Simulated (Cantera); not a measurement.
Equilibrium for carbon deposition, reforming and gasification: C₆H₆ + H₂ + N₂

Input: 1 mol C₆H₆, 1.4 mol H₂, 4.9 mol N₂, at 1.00 bar.

Equilibrium computed with Cantera from the NASA thermochemical tables; the gas is ideal and each condensed phase is pure. Candidate condensed phases: C, C₆H₆, C₇H₈, C₈H₁₈; 92 gas species. Rates play no part.

| T (°C) | log p N₂ | log p H₂ | log p HCN | log p H | n C(graphite) |
|---|---|---|---|---|---|
| 1402 | -0.28 | -0.33 | -2.80 | -4.10 | 5.98 |
| 1477 | -0.28 | -0.33 | -2.62 | -3.80 | 5.97 |
| 1552 | -0.28 | -0.33 | -2.46 | -3.52 | 5.96 |
| 1627 | -0.28 | -0.33 | -2.32 | -3.26 | 5.95 |
| 1702 | -0.28 | -0.33 | -2.18 | -3.03 | 5.93 |
| 1777 | -0.28 | -0.33 | -2.05 | -2.81 | 5.90 |
| 1852 | -0.28 | -0.33 | -1.94 | -2.61 | 5.87 |
| 1927 | -0.29 | -0.34 | -1.83 | -2.42 | 5.83 |
| 2002 | -0.29 | -0.34 | -1.73 | -2.24 | 5.78 |
| 2077 | -0.29 | -0.35 | -1.64 | -2.08 | 5.72 |
| 2152 | -0.29 | -0.35 | -1.56 | -1.92 | 5.65 |
| 2227 | -0.30 | -0.36 | -1.48 | -1.78 | 5.56 |
log p: log10 of the partial pressure in bar; n: condensed amount in mol.

From 1402 °C to 2227 °C the condensed part is C(graphite). The main C-bearing gas is HCN throughout. The share of C in condensed phases is highest at 1402 °C (99.7 %) and lowest at 2227 °C (92.7 %).
